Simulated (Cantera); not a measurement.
A freely propagating, adiabatic, planar premixed flame of CO : H₂ : O₂ : N₂ : H₂O = 1 : 1.2 : 1.21 : 5.92 : 0.23 (molar parts), unburnt at 650 K and 5.00 bar; mixture-averaged transport, grid criteria slope 0.08 and curve 0.16, no radiation.

Cantera simulation using GRI-Mech 3.0 (53 species, 325 reactions); the numbers are that mechanism's predictions, not measurements. The hydrogen kinetics of GRI-Mech 3.0 are dated; newer H2 mechanisms differ, most at raised pressure. Burning velocities carry a grid error of a few per cent, more on coarse grids.

Q: Predict: laminar burning velocity; thermal thickness; peak x(HO₂); peak x(OH).

A: 
```json
{
  "laminar_burning_velocity": "210 cm/s",
  "thermal_thickness": "0.0917 mm",
  "peak x(HO₂)": "0.000600",
  "peak x(OH)": "0.00792"
}
```
